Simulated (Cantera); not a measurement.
An isothermal, constant-pressure homogeneous reactor starts with 15.0 % H2, 16.2 % O2, 68.8 % N2, equivalence ratio 0.46, at 1350 K and 0.543 atm.

Model: the H2/O2 subset of GRI-Mech 3.0, which has no nitrogen chemistry, integrated in Cantera. The temperature is held fixed by assumption; the heat of reaction is taken as removed at once.

x: mole fraction; the columns are a selection and need not sum to one.

```json
[
 {"t (s)": "4.00e-5", "x H2": "0.127", "x O2": "0.152", "x H2O": "0.0161", "x H2O2": "6.90e-7", "x O": "0.00318", "x OH": "0.00220", "x HO2": "2.94e-5"},
 {"t (s)": "0.000140", "x H2": "0.00609", "x O2": "0.0941", "x H2O": "0.147", "x H2O2": "3.40e-6", "x O": "0.00650", "x OH": "0.00438", "x HO2": "3.61e-5"},
 {"t (s)": "0.000493", "x H2": "0.000445", "x O2": "0.0943", "x H2O": "0.161", "x H2O2": "1.09e-6", "x O": "0.000402", "x OH": "0.00105", "x HO2": "1.39e-5"},
 {"t (s)": "0.00173", "x H2": "3.15e-5", "x O2": "0.0945", "x H2O": "0.162", "x H2O2": "2.23e-7", "x O": "3.08e-5", "x OH": "0.000294", "x HO2": "1.81e-6"},
 {"t (s)": "0.00608", "x H2": "(withheld)", "x O2": "0.0946", "x H2O": "0.162", "x H2O2": "(withheld)", "x O": "(withheld)", "x OH": "(withheld)", "x HO2": "(withheld)"},
 {"t (s)": "0.0213", "x H2": "8.02e-7", "x O2": "0.0946", "x H2O": "0.162", "x H2O2": "1.39e-8", "x O": "9.94e-7", "x OH": "5.31e-5", "x HO2": "7.37e-8"},
 {"t (s)": "0.0750", "x H2": "2.38e-7", "x O2": "0.0946", "x H2O": "0.162", "x H2O2": "4.67e-9", "x O": "2.98e-7", "x OH": "2.90e-5", "x HO2": "3.83e-8"},
 {"t (s)": "0.263", "x H2": "1.48e-7", "x O2": "0.0946", "x H2O": "0.162", "x H2O2": "2.98e-9", "x O": "1.79e-7", "x OH": "2.25e-5", "x HO2": "3.57e-8"},
 {"t (s)": "0.924", "x H2": "1.46e-7", "x O2": "0.0946", "x H2O": "0.162", "x H2O2": "2.93e-9", "x O": "1.76e-7", "x OH": "2.23e-5", "x HO2": "3.56e-8"},
 {"t (s)": "3.24", "x H2": "1.46e-7", "x O2": "0.0946", "x H2O": "0.162", "x H2O2": "2.93e-9", "x O": "1.76e-7", "x OH": "2.23e-5", "x HO2": "3.56e-8"},
 {"t (s)": "11.4", "x H2": "1.46e-7", "x O2": "0.0946", "x H2O": "0.162", "x H2O2": "2.93e-9", "x O": "1.76e-7", "x OH": "2.23e-5", "x HO2": "3.56e-8"},
 {"t (s)": "40.0", "x H2": "1.46e-7", "x O2": "0.0946", "x H2O": "0.162", "x H2O2": "2.93e-9", "x O": "1.76e-7", "x OH": "2.23e-5", "x HO2": "3.56e-8"}
]
```

Task: Fill in the missing entries.

Result: 
- 0.00608, x H2: 3.97e-6
- 0.00608, x H2O2: 5.16e-8
- 0.00608, x O: 4.54e-6
- 0.00608, x OH: 0.000114
- 0.00608, x HO2: 2.92e-7
